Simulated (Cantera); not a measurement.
A Cantera script and its output.

```python
import numpy as np
import cantera as ct

gas = ct.Solution("gri30.yaml")
gas.TPX = 550, 100000, {'CH3OH': 1, 'O2': 0.62, 'N2': 7.5}
inlet = ct.Reservoir(gas, clone=True)
gas.equilibrate("HP")  # start burning
reactor = ct.IdealGasConstPressureReactor(gas, energy="on", clone=False)
exhaust = ct.Reservoir(gas, clone=True)
tau = [0.44, 0.15, 0.051, 0.018, 0.006, 0.002, 0.0007, 0.00024, 8.2e-05][0]
for a, b in ((inlet, reactor), (reactor, exhaust)):
    ct.MassFlowController(a, b, mdot=lambda t: reactor.mass / tau)
net = ct.ReactorNet([reactor])
show = ['CH3OH', 'O2', 'N2O', 'C2H2', 'C2H4', 'CO2']

rows = []
print(f"{'tau/s':>10s}{'T/K':>9s}" + "".join(f"{s:>11s}" for s in show))
for tau in [0.44, 0.15, 0.051, 0.018, 0.006, 0.002, 0.0007, 0.00024, 8.2e-05]:
    net.initial_time = 0.0
    net.advance(30 * tau)
    before = gas.X
    net.advance(40 * tau)
    drift = np.max(np.abs(gas.X - before) / (gas.X + 1e-9))
    rows.append([gas.T, *gas[show].X, drift])
    print(f"{tau:10.3e}{gas.T:9.1f}" + "".join(f"{x:11.3e}" for x in gas[show].X))
```

Output:

```
     tau/s      T/K      CH3OH         O2        N2O       C2H2       C2H4        CO2
 4.400e-01   1147.9  8.126e-04  2.154e-03  1.013e-08  2.570e-09  1.499e-08  3.037e-02
 1.500e-01   1138.6  2.814e-03  3.009e-03  1.541e-08  6.249e-10  5.370e-09  2.797e-02
 5.100e-02   1123.7  7.104e-03  4.344e-03  1.209e-08  2.263e-10  3.015e-09  2.152e-02
 1.800e-02    550.0  1.096e-01  6.798e-02 -4.605e-22 -8.298e-24 -1.123e-22 -8.316e-16
 6.000e-03    550.0  1.096e-01  6.798e-02  5.163e-26  9.305e-28  1.259e-26  9.325e-20
 2.000e-03    550.0  1.096e-01  6.798e-02  3.261e-27  5.877e-29  7.954e-28  5.891e-21
 7.000e-04    550.0  1.096e-01  6.798e-02  2.060e-28  3.713e-30  5.024e-29  3.721e-22
 2.400e-04    550.0  1.096e-01  6.798e-02  1.301e-29  2.345e-31  3.174e-30  2.352e-23
 8.200e-05    550.0  1.096e-01  6.798e-02  8.221e-31  1.481e-32  2.005e-31  1.492e-24
```

Detailed kinetics in Cantera: GRI-Mech 3.0 (53 species, 325 reactions). GRI-Mech 3.0 was tuned for natural gas; its chemistry of methanol as a main component is partial and can be far from experiment.
